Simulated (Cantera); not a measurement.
Mixture: CH₄ : C₂H₆ : O₂ : N₂ : CO₂ = 1 : 0.12 : 4.17 : 15.7 : 0.48 (molar parts), at 0.809 atm, adiabatic and at constant pressure. Ignition delay is the time to a rise of 400 K.

Model: GRI-Mech 3.0 (53 species, 325 reactions), integrated in Cantera.

### Question
Predict: delay at 1250 K; delay at 1400 K; delay at 1550 K; delay at 1700 K; apparent activation energy between 1625 and 1775 K.

### Answer
```json
{
  "delay at 1250 K": "2.52 ms",
  "delay at 1400 K": "0.572 ms",
  "delay at 1550 K": "0.169 ms",
  "delay at 1700 K": "65.0 µs",
  "apparent activation energy between 1625 and 1775 K": "130 kJ/mol"
}
```
